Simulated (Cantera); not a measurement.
Feed: 1 mol Si, 1.7 mol CO₂, 100 mol H₂, equilibrated at 1002 °C and 10.0 Torr.

These are equilibrium values from Cantera (NASA tables, ideal gas, pure condensed phases), not measurements of a reactor. Candidate condensed phases: C, C₆H₆, C₇H₈, C₈H₁₈, H₂O, Si, SiC, SiO₂; 123 gas species. Mutual solubility and eutectic melting of coexisting phases are not modelled. The tables hold silica as quartz up to 1696 K and as liquid above; real silica turns to tridymite and cristobalite and melts near 1996 K. Kinetics and transport are ignored.

Base state: H₂ 0.984, CO 0.0157, CH₄ 8.97e-5, SiO 1.80e-5 (mole fractions); condensed: SiC(s) + SiO₂(β-quartz).

Q: What changes in the equilibrium state with this change: temperature from 1002 °C to 1352 °C?

A: 
```
species               before     after
-------------------  -------  --------
H₂                     0.984     0.978
CO                    0.0157    0.0166
SiO                  1.80e-5   0.00385
CH₄                  8.97e-5   3.34e-9
H₂O                  3.20e-6  0.000911
H                    6.33e-6  0.000604
SiC(s), mol           0.0964         0
SiO₂(β-quartz), mol    0.902     0.607
```
